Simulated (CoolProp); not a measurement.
The numbers come from the reference Helmholtz-energy equation of state, Thol 2019 in CoolProp.

Problem. Give the vapour pressure (MPa), liquid density (kg/m³), enthalpy of vaporisation (kJ/kg), liquid cp (kJ/(kg K)) of saturated dodecamethylpentasiloxane (MD3M) at 511.6, 537.5, 589.1 K.

Solution. 
```tsv
T (K)	p (MPa)	liquid density (kg/m³)	enthalpy of vaporisation (kJ/kg)	liquid cp (kJ/(kg K))
511.6	0.123	643	107	2.18
537.5	0.210	607	96.3	2.25
589.1	0.524	512	67.5	2.47
```
